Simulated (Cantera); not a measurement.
An isothermal, constant-pressure homogeneous reactor starts with C₂H₆ : N₂ : H₂O = 1 : 95 : 0.62 (molar parts), at 1423 K and 51000 Pa.

Detailed kinetics in Cantera: GRI-Mech 3.0 (53 species, 325 reactions). GRI-Mech 3.0 stops at C3 and has no aromatics, soot or wall deposition, so with more carbon than oxygen in the feed, carbon stays in small species such as C2H2 where larger ones or solid carbon would form.

One state of this run: x C₂H₆ = 4.51e-5; x HCN = 1.48e-7; x CH₂ = 8.53e-9; x CH₃ = 2.17e-5; x C₂H₂ = 0.00520; x C₂H₄ = 0.00396. x: mole fraction; the columns are a selection and need not sum to one.

Task: Which value of t (s) does it belong to?
A) 3.00e-5
B) 0.00924
C) 0.000126
D) 0.000527

Result: B, 0.00924
